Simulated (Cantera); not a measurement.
## CH3SiCl3 + HCl + H2 (silicon carbide growth)

A closed system holds: 1 mol CH3SiCl3, 1.9 mol HCl, 1100 mol H2, equilibrated at 1000 Pa.

Cantera equilibrium calculation (NASA polynomials, part measured and part estimated; ideal gas, pure solids and liquids). Candidate condensed phases: C, C6H6, C7H8, C8H18, Si, SiC; 109 gas species. The feed counts by its element totals alone. Gases not in the tables: Si2H6 and higher silanes. Equilibrium is a limit: real reactors are often held back by kinetics, nucleation or transport.

```tsv
T (K)	x H2	x H	x HCl	x Si	x C2H2 (acetylene)	x Cl	x SiH	x SiC2	n SiC(s)
1400	0.996	4.85e-5	0.00443	4.88e-9	1.64e-8	1.78e-7	2.43e-9	<1e-12	0.996
1500	0.995	0.000176	0.00443	5.82e-8	1.56e-7	6.30e-7	1.86e-8	1.77e-12	0.996
1600	0.995	0.000542	0.00442	5.54e-7	9.36e-7	1.91e-6	1.20e-7	7.37e-11	0.995
1700	0.994	0.00147	0.00442	4.29e-6	4.01e-6	5.08e-6	6.62e-7	1.85e-9	0.988
1800	0.992	0.00357	0.00440	2.47e-5	1.66e-5	1.21e-5	2.81e-6	3.45e-8	0.960
1900	0.988	0.00789	0.00438	0.000112	6.62e-5	2.64e-5	9.64e-6	4.97e-7	0.847
2000	0.979	0.0161	0.00433	0.000424	0.000238	5.30e-5	2.85e-5	5.56e-6	0.440
2100	0.964	0.0306	0.00425	0.000786	0.000421	9.93e-5	4.19e-5	1.53e-5	0
2200	0.940	0.0546	0.00413	0.000811	0.000422	0.000175	3.48e-5	1.37e-5	0
2300	0.903	0.0919	0.00393	0.000813	0.000415	0.000289	2.84e-5	1.19e-5	0
```
x: gas mole fraction; n: condensed amount in mol.

From 1400 K to 2000 K the condensed part is SiC(s). From 2100 K to 2300 K nothing is condensed. The main Si-bearing gas is SiCl2 at 1400 K and Si at 2300 K.
